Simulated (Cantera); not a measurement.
**Adiabatic ignition**

An adiabatic, constant-pressure homogeneous reactor starts with CH4 : C2H6 : O2 : N2 = 1 : 0.035 : 3.12 : 11.7 (molar parts), at 1175 K and 101000 Pa.

Model: GRI-Mech 3.0 (53 species, 325 reactions), integrated in Cantera.

| t (s) | T (K) | x CH4 | x C2H6 | x O2 | x HCN | x H2O | x CH3 | x O |
|---|---|---|---|---|---|---|---|---|
| 3.00e-6 | 1175 | 0.0631 | 0.00221 | 0.197 | <1e-12 | 1.04e-11 | 7.55e-9 | 2.64e-12 |
| 1.15e-5 | 1175 | 0.0631 | 0.00221 | 0.197 | <1e-12 | 1.82e-10 | 2.89e-8 | 9.06e-12 |
| 4.38e-5 | 1175 | 0.0631 | 0.00221 | 0.197 | <1e-12 | 2.68e-9 | 1.11e-7 | 3.23e-11 |
| 0.000168 | 1175 | 0.0631 | 0.00221 | 0.197 | <1e-12 | 4.05e-8 | 4.23e-7 | 1.25e-10 |
| 0.000641 | 1175 | 0.0631 | 0.00221 | 0.197 | <1e-12 | 6.86e-7 | 1.64e-6 | 5.63e-10 |
| 0.00245 | 1175 | 0.0631 | 0.00220 | 0.197 | <1e-12 | 1.89e-5 | 7.61e-6 | 4.47e-9 |
| 0.00936 | 1177 | 0.0627 | 0.00218 | 0.196 | <1e-12 | 0.000382 | 1.75e-5 | 1.78e-8 |
| 0.0358 | 2422 | <1e-12 | <1e-12 | 0.0608 | 4.96e-12 | 0.124 | <1e-12 | 0.00241 |
| 0.137 | 2414 | <1e-12 | <1e-12 | 0.0581 | 7.52e-12 | 0.125 | <1e-12 | 0.00225 |
| 0.523 | 2414 | <1e-12 | <1e-12 | 0.0581 | 7.54e-12 | 0.125 | <1e-12 | 0.00225 |
| 2.00 | 2414 | <1e-12 | <1e-12 | 0.0581 | 7.54e-12 | 0.125 | <1e-12 | 0.00225 |
x: mole fraction; the columns are a selection and need not sum to one.

```json
{
  "time_of_steepest_temperature_rise": "21.3 ms",
  "temperature at 2.00 s": "2414 K",
  "equilibrium_temperature": "2414 K",
  "x(CH4) at 2.00 s": "<1e-12 (gas-phase equilibrium <1e-12)",
  "x(C2H6) at 2.00 s": "<1e-12 (gas-phase equilibrium <1e-12)",
  "x(O2) at 2.00 s": "0.0581 (gas-phase equilibrium 0.0581)"
}
```
